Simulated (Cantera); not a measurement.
Source: NASA polynomial tables (part measured, part estimated), evaluated in Cantera. Values are per mole of reaction as written; species without (g) are pure solids or liquids, kept so even where they would boil at 1 bar. VN: taken at fixed stoichiometry.

Q: Between 1300 and 1975 K, where is each reaction favourable under standard conditions?
- 4 VN + 7 O2(g) ⇌ 2 V2O3 + 4 NO2(g)
- V2O5 + 2 N2(g) ⇌ V2O3 + 2 N2O(g)

A: 
- 4 VN + 7 O2(g) ⇌ 2 V2O3 + 4 NO2(g): ΔG° is -892 kJ at 1300 K and -630 kJ at 1975 K; it stays negative (K > 1). ΔH° is -1379 kJ and ΔS° -380 J/K at 1975 K.
- V2O5 + 2 N2(g) ⇌ V2O3 + 2 N2O(g): ΔG° is 492 kJ at 1300 K and 525 kJ at 1975 K; it stays positive (K < 1). ΔH° is 437 kJ and ΔS° -44 J/K at 1975 K.
